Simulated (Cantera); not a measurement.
A freely propagating, adiabatic, planar premixed flame of 8.64 % CH4, 19.2 % O2, 72.2 % N2, unburnt at 350 K and 0.110 bar; mixture-averaged transport, grid criteria slope 0.08 and curve 0.16, no radiation.

Computed with Cantera and GRI-Mech 3.0 (53 species, 325 reactions). Burning velocities carry a grid error of a few per cent, more on coarse grids.

Predict: laminar burning velocity; thermal thickness; peak x(CH2O); peak x(C2H4); peak x(CH3).


```
Quantity                     Result
------------------------  ---------
laminar burning velocity  74.8 cm/s
thermal thickness           2.81 mm
peak x(CH2O)               0.000811
peak x(C2H4)               0.000253
peak x(CH3)                 0.00215
```
